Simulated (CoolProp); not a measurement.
Model: reference Helmholtz-energy equation of state, Lemmon 2006, in CoolProp. It is a short technical equation, of lower accuracy than the large ones.

Task: For n-decane, give the phase and the Z, speed of sound (m/s), Joule-Thomson coefficient (K/MPa), conductivity (mW/(m K)) at 434 K and 3.69 MPa; 389.5 K and 0.99 MPa; 300.7 K and 1.19 MPa.

Result: 
- 434 K and 3.69 MPa: liquid; Z 0.233, speed of sound 792, Joule-Thomson coefficient -0.245, conductivity 100
- 389.5 K and 0.99 MPa: liquid; Z 0.0664, speed of sound 908, Joule-Thomson coefficient -0.307, conductivity 108
- 300.7 K and 1.19 MPa: liquid; Z 0.0934, speed of sound 1230, Joule-Thomson coefficient -0.426, conductivity 129

Thermal conductivity comes from a separate model (Huber 2005).
